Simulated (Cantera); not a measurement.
Feed: 1 mol Fe(CO)5, 1.6 mol H2, 4.2 mol N2, held at 1073 K and 75.0 Torr.

These are equilibrium values from Cantera (NASA tables, ideal gas, pure condensed phases), not measurements of a reactor. Candidate condensed phases: C, C6H6, C7H8, C8H18, Fe, Fe(CO)5, FeO, Fe(OH)2, Fe(OH)3, Fe2O3, Fe3O4, H2O; 140 gas species. Condensed phases not in the tables: cementite and carbon dissolved in iron. The numbers say what is thermodynamically allowed, not how fast it happens.

Base state: CO 0.458, N2 0.390, H2 0.148, CO2 0.00295, H2O 0.000879, CH4 0.000100 (mole fractions); condensed: C(graphite) + Fe(α).

Question: What changes in the equilibrium state with this change: H2 from 1.6 to 4.8 mol?

Answer: 
| species | before | after |
|---|---|---|
| CO | 0.458 | 0.353 |
| H2 | 0.148 | 0.342 |
| N2 | 0.390 | 0.301 |
| CH4 | 0.000100 | 0.000536 |
| H2O | 0.000879 | 0.00157 |
| CO2 | 0.00295 | 0.00176 |
| C(graphite), mol | 0.0401 | 0.0389 |
| Fe(α), mol | 1.00 | 1.00 |

Question: What changes in the equilibrium state with this change: N2 from 4.2 to 0.15 mol?

Answer: 
```csv
species,before,after
CO,0.458,0.731
H2,0.148,0.237
N2,0.390,0.0224
CH4,0.000100,0.000257
H2O,0.000879,0.00225
CO2,0.00295,0.00752
"C(graphite), mol",0.0401,0.0636
"Fe(α), mol",1.00,1.00
```
